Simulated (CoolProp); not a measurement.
Saturation properties of p-xylene.

Model: reference Helmholtz-energy equation of state, Zhou 2012, in CoolProp.

| T (°C) | p (kPa) | enthalpy of vaporisation (kJ/kg) | vapour Z |
|---|---|---|---|
| 22.65 | 1.028 | 400.5 | 0.9984 |
| 38.55 | 2.465 | 392.0 | 0.9969 |
| 54.35 | … | 383.6 | 0.9943 |
| 70.25 | 10.62 | 375.2 | 0.9905 |
| 86.15 | 19.70 | 366.5 | 0.9850 |
| 102.05 | 34.37 | 357.7 | … |
| 117.85 | 56.67 | 348.6 | 0.9684 |
| 133.75 | … | … | 0.9567 |
| 149.65 | 135.9 | 329.2 | 0.9424 |
| 165.55 | 199.2 | 318.8 | 0.9254 |
| 181.35 | 282.7 | 307.8 | 0.9055 |
| 197.25 | 391.4 | 296.0 | 0.8822 |
| 213.15 | 529.4 | 283.2 | 0.8552 |
| 229.05 | 701.6 | 269.4 | 0.8243 |

Problem. Fill in the missing entries.

Solution. 
- 54.35, p (kPa): 5.323
- 102.05, vapour Z: 0.9777
- 133.75, p (kPa): 89.52
- 133.75, enthalpy of vaporisation (kJ/kg): 339.2

It boils at 138.3 °C under 1 atm.
